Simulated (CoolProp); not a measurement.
A simple Rankine cycle with water: condensing at 329.15 K, boiler at 0.824 MPa, turbine inlet 594.8 K, turbine efficiency 0.7, pump efficiency 0.8, no recuperator. Each further row changes one setting.

Values from CoolProp's reference Helmholtz-energy equation of state, Wagner 2002.

| case | thermal efficiency (%) | net work (kJ/kg) | heat in (kJ/kg) | turbine exit temperature (K) | volume ratio over the turbine |
|---|---|---|---|---|---|
| as stated | 17.6 | 505 | 2870 | 329.1 | 27.9 |
| turbine inlet 614.8 K | 17.8 | 518 | 2910 | 341.1 | 28.0 |
| condensing temperature 321.15 K | 18.7 | 541 | 2900 | 321.1 | 39.9 |
| boiler pressure 0.577 MPa | 16.3 | 469 | 2870 | 347.6 | 20.6 |
| turbine efficiency 0.6 | 15.1 | 432 | 2870 | 363.7 | 30.9 |

The expansion ends wet for: as stated; condensing temperature 321.15 K.
